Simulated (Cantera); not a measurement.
Gas mixture: 100 % CO2, at 0.00957 atm, frozen composition.

Cantera's kinetic-theory transport with the Lennard-Jones parameters of GRI-Mech 3.0, ideal gas; thermal conductivity in the mixture-averaged form.

D: mixture-averaged diffusion coefficient of that species in the mixture.

| T (K) | ρ (kg/m³) | cp (J/kg/K) | μ (µPa s) | λ (mW/m/K) | Pr | D (cm²/s) OH | D (cm²/s) NO | D (cm²/s) N2 |
|---|---|---|---|---|---|---|---|---|
| 400 | 0.0128 | 937.9 | 19.8 | 25.3 | 0.731 | 43.5 | 27.3 | 27.8 |
| 500 | 0.0103 | 1014 | 24.0 | 33.3 | 0.731 | 64.4 | 40.5 | 41.3 |
| 600 | 0.00856 | 1076 | 27.9 | 41.0 | 0.731 | 88.2 | 55.7 | 56.8 |
| 700 | 0.00733 | 1127 | [?] | [?] | 0.731 | [?] | [?] | [?] |
| 800 | 0.00642 | 1169 | 34.8 | 55.7 | 0.731 | 144 | 91.2 | 93.1 |
| 900 | 0.00570 | 1204 | 38.0 | [?] | 0.731 | [?] | [?] | [?] |
| 1000 | 0.00513 | 1234 | 41.0 | 69.2 | 0.731 | 210 | 133 | 136 |

Complete the blanks.


- 700, μ (µPa s): 31.5
- 700, λ (mW/m/K): 48.5
- 700, D (cm²/s) OH: 115
- 700, D (cm²/s) NO: 72.6
- 700, D (cm²/s) N2: 74.1
- 900, λ (mW/m/K): 62.6
- 900, D (cm²/s) OH: 176
- 900, D (cm²/s) NO: 111
- 900, D (cm²/s) N2: 114
